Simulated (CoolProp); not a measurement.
R22 along the isobar 0.634 MPa: density (kg/m³) from the reference equation and from simpler models built on Tc = 96.1 °C, pc = 4.990 MPa, ω = 0.221; each cubic takes its own stable root.

Model: reference Helmholtz-energy equation of state, Kamei 1995, in CoolProp.

```csv
T (°C),phase,reference
-2.85,liquid,1292
6.45,liquid,1259
15.65,gas,25.72
24.95,gas,24.55
34.25,gas,23.52
43.45,gas,22.61
52.75,gas,21.77
62.05,gas,21.01
71.25,gas,20.32
```

Task: How far does each simpler model (van der Waals, Redlich-Kwong, Soave-Redlich-Kwong, Peng-Robinson) lie from the reference over these 9 states: mean and median of the absolute difference, and the worst?

Result: 
- van der Waals: mean 23.7 %, median 2.8 %, worst -98.0 % at 6.45 °C and 0.634 MPa
- Redlich-Kwong: mean 13.1 %, median 1.2 %, worst -97.9 % at 6.45 °C and 0.634 MPa
- Soave-Redlich-Kwong: mean 2.7 %, median 0.6 %, worst -10.2 % at 6.45 °C and 0.634 MPa
- Peng-Robinson: mean 0.7 %, median 0.3 %, worst +2.1 % at -2.85 °C and 0.634 MPa

At some of these states van der Waals, Redlich-Kwong gives the other phase, because its saturation line lies elsewhere.
